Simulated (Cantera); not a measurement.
Input (Python, Cantera):

```python
import numpy as np
import cantera as ct

gas = ct.Solution("SiF4_NH3_mec.yaml", "gas")
gas.TPX = 2348, 2666, {'NH3': 1, 'N2': 0.15}
inlet = ct.Reservoir(gas, clone=True)

reactor = ct.IdealGasConstPressureReactor(gas, energy="off", clone=False)
exhaust = ct.Reservoir(gas, clone=True)
tau = [3.1, 1.3, 0.56, 0.23, 0.099, 0.041, 0.017, 0.0073, 0.0031, 0.0013, 0.00055][0]
for a, b in ((inlet, reactor), (reactor, exhaust)):
    ct.MassFlowController(a, b, mdot=lambda t: reactor.mass / tau)
net = ct.ReactorNet([reactor])
show = ['NH3', 'N2H2', 'NH', 'N', 'NH2', 'H2']

rows = []
print(f"{'tau/s':>10s}{'T/K':>9s}" + "".join(f"{s:>11s}" for s in show))
for tau in [3.1, 1.3, 0.56, 0.23, 0.099, 0.041, 0.017, 0.0073, 0.0031, 0.0013, 0.00055]:
    net.initial_time = 0.0
    net.advance(30 * tau)
    before = gas.X
    net.advance(40 * tau)
    drift = np.max(np.abs(gas.X - before) / (gas.X + 1e-9))
    rows.append([gas.T, *gas[show].X, drift])
    print(f"{tau:10.3e}{gas.T:9.1f}" + "".join(f"{x:11.3e}" for x in gas[show].X))
```

It prints:

```
     tau/s      T/K        NH3       N2H2         NH          N        NH2         H2
 3.100e+00   2348.0  3.869e-03  1.111e-07  3.754e-05  1.884e-05  1.508e-04  6.873e-01
 1.300e+00   2348.0  1.678e-02  3.705e-07  4.724e-05  1.273e-05  3.543e-04  6.801e-01
 5.600e-01   2348.0  4.396e-02  9.638e-07  6.133e-05  1.157e-05  6.593e-04  6.593e-01
 2.300e-01   2348.0  1.030e-01  2.441e-06  8.027e-05  1.121e-05  1.173e-03  6.124e-01
 9.900e-02   2348.0  2.067e-01  5.471e-06  9.971e-05  1.076e-05  1.900e-03  5.293e-01
 4.100e-02   2348.0  3.729e-01  1.133e-05  1.160e-04  9.650e-06  2.894e-03  3.957e-01
 1.700e-02   2348.0  5.620e-01  1.956e-05  1.205e-04  7.562e-06  3.966e-03  2.436e-01
 7.300e-03   2348.0  7.069e-01  2.678e-05  1.107e-04  4.826e-06  4.880e-03  1.270e-01
 3.100e-03   2348.0  7.948e-01  2.968e-05  9.101e-05  2.319e-06  5.486e-03  5.626e-02
 1.300e-03   2348.0  8.387e-01  2.565e-05  6.791e-05  8.569e-07  5.428e-03  2.115e-02
 5.500e-04   2348.0  8.577e-01  1.498e-05  4.328e-05  2.681e-07  4.363e-03  6.626e-03
```

Cantera simulation using the gas-phase N/H chemistry of the illustrative SiF4/NH3 mechanism in the Surface Chemkin manual (1991); the numbers are that mechanism's predictions, not measurements. Walls and surfaces, which speed up NH3 decomposition in real reactors, are not modelled.
